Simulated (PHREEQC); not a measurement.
PHREEQC input (ion-association model, wateq4f.dat):

```
SOLUTION_MASTER_SPECIES
  An  An-  0  An  62.0  # stands for a non-complexing anion
SOLUTION_SPECIES
  An- = An-
    -log_k 0
    -gamma 3.0 0
PHASES
  Fix_H+
    H+ = H+
    -log_k 0
SOLUTION 1
  temp 25
  units mmol/kgw
  pH 7 charge
  Na 100
  An 100
END
SELECTED_OUTPUT 1
  -reset false
  -pH true
  -pe true
  -ionic_strength true
  -water true
  -totals Na
  -molalities Hfo_wOH Hfo_wOH2+ Hfo_wO- Hfo_sOH Hfo_sOH2+ Hfo_sO-
USER_PUNCH 1
  -headings sigma psi
  10 PUNCH EDL("sigma", "Hfo"), EDL("psi", "Hfo")
PRINT
  -reset false
USE solution 1
SURFACE 1
  Hfo_wOH 0.000426966 600 0.19
  Hfo_sOH 1.06742e-05
EQUILIBRIUM_PHASES 1
  Fix_H+ -4 HAn 10
    -force_equality true
  O2(g) -0.68 10
END
# ... the last block is repeated for the other 16 points of pH, with NaOH or the acid as the point needs
```

Selected output (columns that matter, 17 of 17 rows; pH added in front):

```
pH	mu	Na	m_Hfo_wOH	m_Hfo_wOH2+	m_Hfo_wO-	m_Hfo_sOH	m_Hfo_sOH2+	m_Hfo_sO-	sigma	psi
4	0.10031	0.1	5.6905e-05	0.00036986	2.0057e-07	1.4226e-06	9.2466e-06	5.0142e-09	0.32072	0.14654
4.38	0.10022	0.1	9.6646e-05	0.00032967	6.4907e-07	2.4162e-06	8.2418e-06	1.6227e-08	0.28546	0.14062
4.75	0.10017	0.1	0.00014248	0.00028284	1.6444e-06	3.5621e-06	7.071e-06	4.1109e-08	0.24396	0.13264
5.12	0.10013	0.1	0.00018871	0.00023478	3.4747e-06	4.7177e-06	5.8696e-06	8.6867e-08	0.20068	0.12276
5.5	0.1001	0.1	0.00023104	0.00018947	6.4541e-06	5.776e-06	4.7368e-06	1.6135e-07	0.15879	0.11099
5.88	0.10007	0.1	0.00026518	0.00015112	1.066e-05	6.6296e-06	3.7781e-06	2.6651e-07	0.12186	0.097857
6.25	0.10006	0.1	0.00028987	0.00012122	1.588e-05	7.2468e-06	3.0304e-06	3.97e-07	0.091389	0.083921
6.62	0.10004	0.1	0.00030684	9.8154e-05	2.1974e-05	7.671e-06	2.4539e-06	5.4935e-07	0.066094	0.068917
7	0.10003	0.1	0.00031778	8.0419e-05	2.8767e-05	7.9445e-06	2.0105e-06	7.1918e-07	0.044813	0.052458
7.38	0.10002	0.1	0.00032396	6.7254e-05	3.575e-05	8.0991e-06	1.6814e-06	8.9375e-07	0.027333	0.035066
7.75	0.10001	0.1	0.0003269	5.7439e-05	4.2623e-05	8.1727e-06	1.436e-06	1.0656e-06	0.012854	0.017464
8.12	0.1	0.1	0.00032775	4.9405e-05	4.981e-05	8.1938e-06	1.2351e-06	1.2453e-06	-0.00035141	-0.00048668
8.5	0.10001	0.10002	0.00032675	4.2059e-05	5.8154e-05	8.1689e-06	1.0515e-06	1.4539e-06	-0.013964	-0.018909
8.88	0.10003	0.10004	0.00032348	3.5011e-05	6.847e-05	8.0872e-06	8.7529e-07	1.7118e-06	-0.029028	-0.036934
9.25	0.10005	0.10008	0.00031711	2.8219e-05	8.1637e-05	7.9278e-06	7.0547e-07	2.0409e-06	-0.046345	-0.053792
9.62	0.10009	0.10013	0.00030609	2.1624e-05	9.9254e-05	7.6522e-06	5.4061e-07	2.4814e-06	-0.067351	-0.069751
10	0.10019	0.10024	0.00028814	1.5412e-05	0.00012341	7.2036e-06	3.853e-07	3.0853e-06	-0.0937	-0.085081
```
